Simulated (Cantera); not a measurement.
What does this Cantera script print?

```python
import numpy as np
import cantera as ct

gas = ct.Solution("h2o2.yaml")
gas.TPX = 973, 13332, {'H2': 1.6, 'O2': 1, 'N2': 11}
inlet = ct.Reservoir(gas, clone=True)

reactor = ct.IdealGasConstPressureReactor(gas, energy="off", clone=False)
exhaust = ct.Reservoir(gas, clone=True)
tau = [9.7, 3.6, 1.3, 0.48, 0.18, 0.065, 0.024, 0.0087][0]
for a, b in ((inlet, reactor), (reactor, exhaust)):
    ct.MassFlowController(a, b, mdot=lambda t: reactor.mass / tau)
net = ct.ReactorNet([reactor])
show = ['H2', 'O2', 'H', 'H2O', 'O', 'OH']

rows = []
print(f"{'tau/s':>10s}{'T/K':>9s}" + "".join(f"{s:>11s}" for s in show))
for tau in [9.7, 3.6, 1.3, 0.48, 0.18, 0.065, 0.024, 0.0087]:
    net.initial_time = 0.0
    net.advance(30 * tau)
    before = gas.X
    net.advance(40 * tau)
    drift = np.max(np.abs(gas.X - before) / (gas.X + 1e-9))
    rows.append([gas.T, *gas[show].X, drift])
    print(f"{tau:10.3e}{gas.T:9.1f}" + "".join(f"{x:11.3e}" for x in gas[show].X))
```

Output:

```
     tau/s      T/K         H2         O2          H        H2O          O         OH
 9.700e+00    973.0  2.712e-04  1.574e-02  1.237e-05  1.247e-01  1.210e-05  3.469e-05
 3.600e+00    973.0  5.036e-04  1.585e-02  3.302e-05  1.244e-01  2.407e-05  4.991e-05
 1.300e+00    973.0  9.369e-04  1.606e-02  8.975e-05  1.239e-01  4.754e-05  7.298e-05
 4.800e-01    973.0  1.691e-03  1.644e-02  2.350e-04  1.230e-01  8.998e-05  1.064e-04
 1.800e-01    973.0  2.976e-03  1.711e-02  5.905e-04  1.214e-01  1.642e-04  1.547e-04
 6.500e-02    973.0  5.261e-03  1.835e-02  1.469e-03  1.184e-01  2.983e-04  2.273e-04
 2.400e-02    973.0  9.031e-03  2.052e-02  3.335e-03  1.132e-01  5.191e-04  3.263e-04
 8.700e-03    973.0  1.535e-02  2.427e-02  6.942e-03  1.043e-01  8.746e-04  4.590e-04
```

Computed with Cantera and the H2/O2 subset of GRI-Mech 3.0, which has no nitrogen chemistry. Radical loss at walls, strong at low pressure, is not modelled. The temperature is held fixed by assumption; the heat of reaction is taken as removed at once.
